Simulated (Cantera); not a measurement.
Charge: 1 mol Fe₂O₃, a varied amount of H₂, 60 mol N₂, equilibrated at 1298 K and 0.0490 bar.

Method: chemical equilibrium by Gibbs-energy minimisation in Cantera with the NASA 1993 tables (ideal gas, pure condensed phases). Candidate condensed phases: Fe, FeO, Fe(OH)₂, Fe(OH)₃, Fe₂O₃, Fe₃O₄, H₂O; 27 gas species. Mutual solubility and eutectic melting of coexisting phases are not modelled. The tables' stoichiometric FeO is somewhat more stable than real wüstite, so its field is too wide. FeO: taken at fixed stoichiometry. Rates play no part.

x: gas mole fraction; n: condensed amount in mol.

```csv
n(H₂) (mol),x N₂,x H₂,x H₂O,x H,x NH₃,x Fe(OH)₂,x Fe,n FeO(s),n Fe(γ)
1.8,0.971,0.0129,0.0162,(withheld),8.89e-9,2.68e-8,5.50e-9,2.00,0
2.3,0.963,0.0209,0.0161,(withheld),1.81e-8,2.65e-8,8.94e-9,2.00,0
3.1,0.951,0.0333,0.0158,(withheld),3.63e-8,2.62e-8,1.44e-8,2.00,0
4.2,0.935,0.0493,0.0161,(withheld),6.49e-8,2.66e-8,2.10e-8,1.97,0.0344
5.6,0.915,0.0643,0.0210,(withheld),9.56e-8,3.48e-8,2.10e-8,1.62,0.379
7.5,0.889,0.0837,0.0274,(withheld),1.40e-7,4.53e-8,2.10e-8,1.15,0.847
10,0.857,0.108,0.0352,(withheld),2.00e-7,5.82e-8,2.10e-8,0.537,1.46
14,0.811,0.149,0.0405,(withheld),3.16e-7,5.60e-8,2.10e-8,0,2.00
18,0.769,0.192,0.0385,(withheld),4.53e-7,3.89e-8,2.10e-8,0,2.00
24,0.714,0.250,0.0357,(withheld),6.47e-7,2.58e-8,2.10e-8,0,2.00
33,0.645,0.323,0.0323,(withheld),9.02e-7,1.63e-8,2.10e-8,0,2.00
44,0.577,0.394,0.0288,(withheld),1.15e-6,1.07e-8,2.10e-8,0,2.00
58,0.508,0.466,0.0254,3.30e-6,1.39e-6,7.02e-9,2.10e-8,0,2.00
```

Question: What belongs in the gaps?

Answer: 
- 1.8, x H: 5.51e-7
- 2.3, x H: 6.99e-7
- 3.1, x H: 8.83e-7
- 4.2, x H: 1.07e-6
- 5.6, x H: 1.23e-6
- 7.5, x H: 1.40e-6
- 10, x H: 1.59e-6
- 14, x H: 1.87e-6
- 18, x H: 2.12e-6
- 24, x H: 2.42e-6
- 33, x H: 2.75e-6
- 44, x H: 3.04e-6
